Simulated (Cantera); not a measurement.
Input: 1 mol CH₃Cl, 0.047 mol F₂, equilibrated at 2225 K and 2.10 Pa.

Equilibrium computed with Cantera from the NASA thermochemical tables; the gas is ideal and each condensed phase is pure. Candidate condensed phases: C, C₆H₆, C₇H₈, C₈H₁₈; 118 gas species. Rates play no part.

Base state: H 0.527, Cl 0.224, H₂ 0.139, HCl 0.0813, HF 0.0286, C₂H₂ (acetylene) 0.000407, C₃ 0.000190, C 0.000113 (mole fractions); condensed: C(graphite).

Problem. What changes in the equilibrium state with this change: temperature from 2225 K to 2750 K?

Solution. 
```json
[
 {"species": "H", "before": "0.527", "after": "0.639"},
 {"species": "Cl", "before": "0.224", "after": "0.217"},
 {"species": "C", "before": "0.000113", "after": "0.0674"},
 {"species": "H₂", "before": "0.139", "after": "0.00183"},
 {"species": "HCl", "before": "0.0813", "after": "0.000897"},
 {"species": "C₂", "before": "1.66e-5", "after": "0.0109"},
 {"species": "C₃", "before": "0.000190", "after": "0.0424"},
 {"species": "F", "before": "0.000101", "after": "0.0115"},
 {"species": "HF", "before": "0.0286", "after": "0.00870"},
 {"species": "C₄", "before": "3.43e-8", "after": "2.47e-5"},
 {"species": "C₅", "before": "1.48e-7", "after": "4.77e-5"},
 {"species": "CF", "before": "1.27e-6", "after": "0.000281"},
 {"species": "C(graphite), mol", "before": "0.995", "after": "0"}
]
```
